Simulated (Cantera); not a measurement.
An isothermal, constant-pressure homogeneous reactor starts with CH4 : H2O = 1 : 0.35 (molar parts), at 1348 K and 1000000 Pa.

Computed with Cantera and GRI-Mech 3.0 (53 species, 325 reactions). GRI-Mech 3.0 stops at C3 and has no aromatics, soot or wall deposition, so with more carbon than oxygen in the feed, carbon stays in small species such as C2H2 where larger ones or solid carbon would form.

### Question
Predict: x(CH4) at 5.00 s; x(H2O) at 5.00 s; x(CO2) at 5.00 s; x(OH) at 5.00 s; x(C2H4) at 5.00 s.

### Answer
```
Item                                                 Result
-----------------  ----------------------------------------
x(CH4) at 5.00 s        0.521 (gas-phase equilibrium 0.312)
x(H2O) at 5.00 s     0.230 (gas-phase equilibrium 0.000248)
x(CO2) at 5.00 s   0.000875 (gas-phase equilibrium 4.19e-5)
x(OH) at 5.00 s    6.55e-9 (gas-phase equilibrium 4.10e-12)
x(C2H4) at 5.00 s    0.0504 (gas-phase equilibrium 0.00202)
```
